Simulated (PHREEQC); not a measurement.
NaHCO3 is added in steps, without added water, to 1 kg of water holding 0.15 mol/kgw Ni(NO3)2, 4.3e-05 mol/kgw NaCl and 0.026 mol/kgw H2SO4, at 60 °C. O2 is buffered at 0.21 atm. CO2 is held at log p = -1 (atm). The run lets Ni(OH)2, NiCO3, Ni4(OH)6SO4, Halite, Mirabilite, Morenosite, Nahcolite, Natron precipitate or redissolve, and no other solid.

Base run: PHREEQC, ion-association model, wateq4f.dat. Each further column changes one thing. The table gives pH.

```json
[
 {"NaHCO3 added (mol)": "0", "base": "1.51", "Ni(NO3)2 left out": "(withheld)", "0.0039 mol/kgw CsF added": "1.55", "H2SO4 replaced by CdSO4 at the same molality": "4.20", "no solid may form": "1.51"},
 {"NaHCO3 added (mol)": "0.075", "base": "5.92", "Ni(NO3)2 left out": "(withheld)", "0.0039 mol/kgw CsF added": "5.92", "H2SO4 replaced by CdSO4 at the same molality": "5.92", "no solid may form": "5.92"},
 {"NaHCO3 added (mol)": "0.15", "base": "6.34", "Ni(NO3)2 left out": "7.87", "0.0039 mol/kgw CsF added": "6.34", "H2SO4 replaced by CdSO4 at the same molality": "6.34", "no solid may form": "6.34"},
 {"NaHCO3 added (mol)": "0.225", "base": "6.57", "Ni(NO3)2 left out": "8.06", "0.0039 mol/kgw CsF added": "6.58", "H2SO4 replaced by CdSO4 at the same molality": "6.57", "no solid may form": "6.57"},
 {"NaHCO3 added (mol)": "0.3", "base": "6.82", "Ni(NO3)2 left out": "(withheld)", "0.0039 mol/kgw CsF added": "6.82", "H2SO4 replaced by CdSO4 at the same molality": "6.82", "no solid may form": "6.82"},
 {"NaHCO3 added (mol)": "0.375", "base": "7.15", "Ni(NO3)2 left out": "(withheld)", "0.0039 mol/kgw CsF added": "7.15", "H2SO4 replaced by CdSO4 at the same molality": "7.15", "no solid may form": "7.15"},
 {"NaHCO3 added (mol)": "0.45", "base": "7.41", "Ni(NO3)2 left out": "(withheld)", "0.0039 mol/kgw CsF added": "7.41", "H2SO4 replaced by CdSO4 at the same molality": "7.41", "no solid may form": "7.41"},
 {"NaHCO3 added (mol)": "0.525", "base": "7.58", "Ni(NO3)2 left out": "(withheld)", "0.0039 mol/kgw CsF added": "7.58", "H2SO4 replaced by CdSO4 at the same molality": "7.58", "no solid may form": "7.58"},
 {"NaHCO3 added (mol)": "0.6", "base": "7.71", "Ni(NO3)2 left out": "8.33", "0.0039 mol/kgw CsF added": "7.71", "H2SO4 replaced by CdSO4 at the same molality": "7.71", "no solid may form": "7.71"}
]
```

Task: Complete the blanks.

Result: 
- 0, Ni(NO3)2 left out: 1.57
- 0.075, Ni(NO3)2 left out: 7.31
- 0.3, Ni(NO3)2 left out: 8.16
- 0.375, Ni(NO3)2 left out: 8.22
- 0.45, Ni(NO3)2 left out: 8.27
- 0.525, Ni(NO3)2 left out: 8.31

At this temperature some constants are extrapolated from 25 °C, and those without enthalpy data are left unchanged. The database's nickel carbonate constants are estimates that later reviews lower a good deal. The database's cadmium carbonate complexes are estimates of doubtful size. Solids allowed in the column 'Ni(NO3)2 left out': Halite, Mirabilite, Nahcolite, Natron. Solids allowed in the column 'H2SO4 replaced by CdSO4 at the same molality': Cd(OH)2, Otavite, CdOHCl, Ni(OH)2, NiCO3, Ni4(OH)6SO4, Halite, Mirabilite, Morenosite, Nahcolite, Natron.
